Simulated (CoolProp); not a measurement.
Values from CoolProp's reference Helmholtz-energy equation of state, Tillner-Roth 1997.

Problem. Give the vapour pressure (bar), enthalpy of vaporisation (kJ/kg), vapour viscosity (µPa s) of saturated CH2F2 (R32) at 201.8, 222.4, 237.9 K.

Solution. 
```csv
T (K),p (bar),enthalpy of vaporisation (kJ/kg),vapour viscosity (µPa s)
201.8,0.331,402,8.96
222.4,1.06,381,9.91
237.9,2.19,363,10.6
```

Viscosity comes from a separate model (Bell 2016), an estimate that may be off by 10 % or more.
